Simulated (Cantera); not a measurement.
# Ignition delay

Mixture: H2 : O2 : N2 = 1 : 0.417 : 1.57 (molar parts), equivalence ratio 1.2, at 17.8 atm, adiabatic and at constant volume. Ignition delay is the time to a rise of 400 K.

Computed with Cantera and GRI-Mech 3.0 (53 species, 325 reactions). The hydrogen kinetics of GRI-Mech 3.0 are dated; newer H2 mechanisms differ, most at raised pressure. The pressure lies above the range GRI-Mech 3.0 was tuned for (to about 10 atm). Below about 950 K walls govern HO2 and H2O2 in real vessels.

| T0 (K) | delay (ms) |
|---|---|
| 948 | 18.6 |
| 1048 | 1.98 |
| 1148 | 0.276 |
| 1248 | 0.0378 |
| 1348 | 0.00366 |
| 1448 | 0.00123 |
| 1548 | 0.000719 |
| 1648 | 0.000498 |

- apparent activation energy between 1448 and 1648 K = 90 kJ/mol
